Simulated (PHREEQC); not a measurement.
Consider water at 50 °C with 0.064 mol/kgw HF and 8.4e-05 mol/kgw NaF. Closed to the air; pH follows from the charge balance.

Equilibrium calculation in PHREEQC: ion-association model, phreeqc.dat.

No solid was allowed to form.

Q: What pH, ionic strength does the model give?

A: pH 2.27; ionic strength 0.00595 mol/kgw.

Q: In which forms is F present?

A: HF 89 %, F- 7.4 %, HF2- 3.7 % of the F.

Away from 25 °C the constants follow the database's enthalpies or fits; those with neither stay at their 25 °C values.
